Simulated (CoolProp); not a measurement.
Values from CoolProp's reference Helmholtz-energy equation of state, Wu 2011.

**Question.** Give the vapour pressure (MPa), vapour Z, surface tension (mN/m), vapour viscosity (µPa s) of saturated dimethyl ether at 344.9 K.

**Answer.** 
```json
[
 {"T (K)": "344.9", "p (MPa)": "1.88", "vapour Z": "0.741", "surface tension (mN/m)": "5.24", "vapour viscosity (µPa s)": "11.1"}
]
```

Viscosity comes from a separate model (Meng 2012). Surface tension comes from a separate correlation (Mulero 2012).
